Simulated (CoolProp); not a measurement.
A simple Rankine cycle with the fluoroketone C6F12O (FK-5-1-12): condensing at 316.15 K, boiler at 1.58 MPa, turbine inlet 499 K, turbine efficiency 0.75, pump efficiency 0.7, no recuperator. Each further row changes one setting.

Values from CoolProp's reference Helmholtz-energy equation of state, McLinden 2015.

```csv
case,thermal efficiency (%),net work (kJ/kg),heat in (kJ/kg),turbine exit temperature (K),volume ratio over the turbine
as stated,9.6,24.4,256,464.3,22.2
condensing temperature 308.15 K,10.2,27.1,265,461.6,29.9
boiler pressure 1.11 MPa,8.6,22.4,260,470.3,14.7
turbine efficiency 0.65,8.2,21.0,256,467.7,22.4
```
